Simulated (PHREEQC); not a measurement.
A solution holds 5.1 mmol/kgw Na2S and 0.098 mmol/kgw NaHCO3, at 25 °C. Closed to the air; pH follows from the charge balance.

The numbers come from PHREEQC with the ion-association model, phreeqc.dat.

Question: The ionic strength comes out as 0.0107 mol/kgw. What activity coefficients do HCO3-, CO3-2, Na+, NaCO3-, OH- get?

Answer: HCO3- 0.90, CO3-2 0.66, Na+ 0.90, NaCO3- 0.90, OH- 0.90.

Precipitation was switched off in this run. Complexes and solids missing from the database can't appear. The database's pK near 12.9 for HS-/S-2 is now thought far too low, so its S-2 is overstated.
